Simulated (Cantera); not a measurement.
A Cantera script and its output.

```python
import numpy as np
import cantera as ct

gas = ct.Solution("gri30.yaml")
gas.TPX = 1925, 28000, {'C2H6': 1, 'N2': 65}
reactor = ct.IdealGasConstPressureReactor(gas, energy="off", clone=False)
net = ct.ReactorNet([reactor])
net.rtol, net.atol = 1e-08, 1e-18
show = ['C2H6', 'CH3', 'C2H', 'H', 'C2H2', 'CH2', 'CH4']
times = np.geomspace(0.0006, 30, 14)

steps = ct.SolutionArray(gas, extra=["t"])
rows = []
print(f"{'t/s':>10s}{'T/K':>9s}{'P/Pa':>11s}" + "".join(f"{s:>11s}" for s in show))
for t in times:
    while net.time < t:
        t_next = net.step()
        steps.append(gas.state, t=t_next)
    rows.append([np.interp(t, steps.t, y) for y in (steps.T, steps.P, *steps(*show).X.T)])
    print(f"{t:10.3e}{rows[-1][0]:9.1f}{rows[-1][1]:11.4g}" + "".join(f"{x:11.3e}" for x in rows[-1][2:]))
rate = np.gradient(steps.T, steps.t)
print("integrator steps:", len(steps.t))
if steps.T.max() > steps.T[0] + 200:
    print(f"time of steepest temperature rise: {steps.t[rate.argmax()]:.4e} s")
gas.TPX = 1925, 28000, {'C2H6': 1, 'N2': 65}
gas.equilibrate("TP")
print(f"equilibrium (TP): T = {gas.T:.1f} K  " + "  ".join(f"{s} {gas[s].X[0]:.3e}" for s in show))
```

Output:

```
       t/s      T/K       P/Pa       C2H6        CH3        C2H          H       C2H2        CH2        CH4
 6.000e-04   1925.0    2.8e+04  1.389e-06  4.422e-04  2.901e-06  3.928e-04  1.356e-02  6.204e-06  1.602e-03
 1.379e-03   1925.0    2.8e+04  5.414e-07  2.673e-04  2.136e-06  2.910e-04  1.386e-02  3.000e-06  1.306e-03
 3.170e-03   1925.0    2.8e+04  2.389e-07  1.751e-04  1.830e-06  2.508e-04  1.407e-02  1.753e-06  9.982e-04
 7.287e-03   1925.0    2.8e+04  1.026e-07  1.149e-04  1.833e-06  2.528e-04  1.427e-02  1.178e-06  6.562e-04
 1.675e-02   1925.0    2.8e+04  3.160e-08  6.428e-05  1.959e-06  2.716e-04  1.444e-02  7.174e-07  3.450e-04
 3.850e-02   1925.0    2.8e+04  6.509e-09  2.940e-05  2.083e-06  2.899e-04  1.455e-02  3.540e-07  1.486e-04
 8.849e-02   1925.0    2.8e+04  1.002e-09  1.158e-05  2.164e-06  3.017e-04  1.459e-02  1.460e-07  5.642e-05
 2.034e-01   1925.0    2.8e+04  1.173e-10  3.951e-06  2.205e-06  3.077e-04  1.461e-02  5.098e-08  1.888e-05
 4.675e-01   1925.0    2.8e+04  1.057e-11  1.105e-06  2.222e-06  3.103e-04  1.461e-02  1.442e-08  5.239e-06
 1.075e+00   1925.0    2.8e+04  2.644e-12  3.882e-07  2.227e-06  3.110e-04  1.461e-02  5.090e-09  1.836e-06
 2.470e+00   1925.0    2.8e+04  2.344e-12  3.319e-07  2.227e-06  3.111e-04  1.461e-02  4.352e-09  1.568e-06
 5.678e+00   1925.0    2.8e+04  2.367e-12  3.365e-07  2.226e-06  3.111e-04  1.460e-02  4.413e-09  1.591e-06
 1.305e+01   1925.0    2.8e+04  2.425e-12  3.484e-07  2.224e-06  3.111e-04  1.459e-02  4.568e-09  1.646e-06
 3.000e+01   1925.0    2.8e+04  2.548e-12  3.721e-07  2.220e-06  3.111e-04  1.456e-02  4.880e-09  1.758e-06
integrator steps: 1378
equilibrium (TP): T = 1925.0 K  C2H6 8.065e-13  CH3 2.926e-07  C2H 2.521e-07  H 3.113e-04  C2H2 1.654e-03  CH2 3.843e-09  CH4 1.383e-06
```

Computed with Cantera and GRI-Mech 3.0 (53 species, 325 reactions). GRI-Mech 3.0 stops at C3 and has no aromatics, soot or wall deposition, so with more carbon than oxygen in the feed, carbon stays in small species such as C2H2 where larger ones or solid carbon would form.
